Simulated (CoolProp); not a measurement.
Cyclopropane at 459.65 K and 0.426 MPa is throttled through a valve to 0.18 MPa with no heat exchange. Each further row changes one setting.

Model: reference Helmholtz-energy equation of state, Polt 1992, in CoolProp. This equation is an older, rougher fit.

```tsv
case	temperature change (K)	final density (kg/m³)
as stated	(withheld)	(withheld)
outlet pressure 0.054 MPa	(withheld)	(withheld)
outlet pressure 0.234 MPa	(withheld)	(withheld)
```

Some entries are withheld; supply them.


- as stated, temperature change (K): -1.2
- as stated, final density (kg/m³): 2.00
- outlet pressure 0.054 MPa, temperature change (K): -1.8
- outlet pressure 0.054 MPa, final density (kg/m³): 0.598
- outlet pressure 0.234 MPa, temperature change (K): -1.0
- outlet pressure 0.234 MPa, final density (kg/m³): 2.61
